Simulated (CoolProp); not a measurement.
Saturated liquid density (kg/m³) of R143a: the reference equation beside estimates from Tc = 345.9 K, pc = 3762 kPa, ω = 0.261. Rackett uses Z = 0.29056 − 0.08775 ω.

Model: reference Helmholtz-energy equation of state, Lemmon and Jacobsen 2000, in CoolProp.

| T (K) | reference | Rackett | van der Waals | Redlich-Kwong | Soave-Redlich-Kwong | Peng-Robinson |
|---|---|---|---|---|---|---|
| 215 | 1196 | 1115 | 667.5 | 980.0 | 1013 | 1144 |
| 225.2 | 1168 | … | 653.1 | 954.9 | 990.0 | 1119 |
| 235.4 | 1140 | 1064 | 637.9 | … | 965.1 | 1092 |
| 245.7 | 1110 | 1036 | … | 899.6 | … | 1062 |
| 255.9 | 1080 | 1008 | 604.8 | 869.3 | 909.0 | … |
| 266.1 | 1048 | 977.5 | 586.8 | … | 877.3 | 995.1 |
| 276.4 | 1013 | 945.2 | 567.2 | 801.7 | … | 955.9 |
| 286.6 | 976.2 | 910.9 | 546.2 | 763.9 | 804.0 | 912.6 |
| 296.8 | 935.9 | 873.6 | 523.2 | 722.5 | … | 863.9 |
| 307.1 | 890.2 | 831.7 | 497.3 | 676.0 | 712.5 | 807.7 |
| 317.3 | 837.9 | 784.1 | 468.0 | 623.7 | 656.5 | 742.6 |

### Question
Fill in the missing entries.

### Answer

- 225.2, Rackett: 1090
- 235.4, Redlich-Kwong: 928.2
- 245.7, van der Waals: 621.8
- 245.7, Soave-Redlich-Kwong: 938.0
- 255.9, Peng-Robinson: 1030
- 266.1, Redlich-Kwong: 836.9
- 276.4, Soave-Redlich-Kwong: 842.3
- 296.8, Soave-Redlich-Kwong: 761.3

Absolute difference from the reference over all 11 rows, mean and median: Rackett 6.7 and 6.7 %, van der Waals 44.1 and 44.0 %, Redlich-Kwong 20.8 and 20.1 %, Soave-Redlich-Kwong 17.1 and 16.3 %, Peng-Robinson 6.1 and 5.0 %.
